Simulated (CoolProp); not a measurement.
n-decane along the isotherm 620 K: Z from the reference equation and from simpler models built on Tc = 617.7 K, pc = 21.01 bar, ω = 0.488; each cubic takes its own stable root.

Values from CoolProp's reference Helmholtz-energy equation of state, Lemmon 2006. It is a short technical equation, of lower accuracy than the large ones.

```tsv
p (bar)	phase	reference	van der Waals	Soave-Redlich-Kwong
0.665	gas	0.9888	0.9906	0.9893
1.36	gas	0.9769	0.9807	0.9779
2.8	gas	(withheld)	0.9594	(withheld)
5.75	gas	0.8966	(withheld)	0.9020
11.8	gas	(withheld)	0.8024	0.7799
24.3	supercritical	(withheld)	(withheld)	0.2654
49.8	supercritical	0.3222	0.4899	0.3975
102	supercritical	(withheld)	0.8807	(withheld)
210	supercritical	1.109	1.634	1.246
```

Question: Some entries are withheld; supply them.

Answer: 
- 2.8, reference: 0.9517
- 2.8, Soave-Redlich-Kwong: 0.9539
- 5.75, van der Waals: 0.9133
- 11.8, reference: 0.7645
- 24.3, reference: 0.1956
- 24.3, van der Waals: 0.3064
- 102, reference: 0.5918
- 102, Soave-Redlich-Kwong: 0.6914
